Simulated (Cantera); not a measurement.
Input (Python, Cantera) and output of one run.

```python
import numpy as np
import cantera as ct

gas_names = """
    B BH BH2 BH3 BN B2 H H2 N NH NH2 NH3 N2 N2H2 N2H4
""".split()
cond_names = """
    B(b) B(L) BN(s)
""".split()


# ... load() reads the species with a 1 bar reference pressure and builds the phases ...
atoms = {
    'B2H6': {'B': 2, 'H': 6},
    'NH3': {'N': 1, 'H': 3},
    'H2': {'H': 2},
}
top_T = {'BN(s)': 3200}  # K; cautious upper limits of use, not melting points


# ... equilibrate(T, P, feed) seeds the gas with the atoms and calls Mixture.equilibrate('TP', solver="vcs", rtol=1e-11, max_steps=5000) ...
results = []
feed = {'B2H6': 1, 'NH3': 5.1, 'H2': 0.24}  # mol
T = 1425  # K
P = 13  # Pa
mix = equilibrate(T, P, feed)
results.append((T, P, feed, dict(zip(mix.species_names, mix.species_moles))))
x = sorted(zip(gas.X, gas.species_names), reverse=True)
print(f"T = {T:g} K  P = {P:g} Pa  gas = {mix.phase_moles(0):.4g} mol")
print("   x: " + "  ".join(f"{s} {v:.3e}" for v, s in x if v > 1e-06))
print("   condensed (mol): " + ("  ".join(f"{mix.phase(i).name} {mix.phase_moles(i):.4g}"
      for i in range(1, mix.n_phases) if mix.phase_moles(i) > 1e-12) or "none"))
```

Result:

```
T = 1425 K  P = 13 Pa  gas = 12.44 mol
   x: H2 8.749e-01  N2 1.246e-01  H 5.596e-04
   condensed (mol): BN(s) 2
```

Equilibrium computed with Cantera from the NASA thermochemical tables; the gas is ideal and each condensed phase is pure. The feed counts by its element totals alone.
